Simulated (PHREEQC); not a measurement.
Nickel, zinc or cadmium bath (model solution)

A solution holds 75 mmol/kgw ZnSO4, 0.081 mmol/kgw Na2SO4 and 0.93 mmol/kgw FeSO4, at 25 °C. Closed to the air; pH follows from the charge balance.

Computed with PHREEQC (ion-association model, phreeqc.dat).

No solid was allowed to form.

Q: What pH, density, ionic strength does the model give?

A: pH 5.57; density 1.009 g/cm³; ionic strength 0.157 mol/kgw.

Q: In which forms is Zn present?

A: Zn+2 52 %, ZnSO4 38 %, Zn(SO4)2-2 10.0 % of the Zn.
